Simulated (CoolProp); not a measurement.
Cyclopentane at 485.53 K and 1.49 MPa is throttled through a valve to 0.328 MPa with no heat exchange. Each further row changes one setting.

The numbers come from the reference Helmholtz-energy equation of state, Gedanitz 2015 in CoolProp.

| case | temperature change (K) | final density (kg/m³) |
|---|---|---|
| as stated | -11.2 | 6.03 |
| outlet pressure 0.0984 MPa | … | 1.77 |
| outlet pressure 0.426 MPa | … | … |

Q: Complete the blanks.

A: 
- outlet pressure 0.0984 MPa, temperature change (K): -13.2
- outlet pressure 0.426 MPa, temperature change (K): -10.3
- outlet pressure 0.426 MPa, final density (kg/m³): 7.90
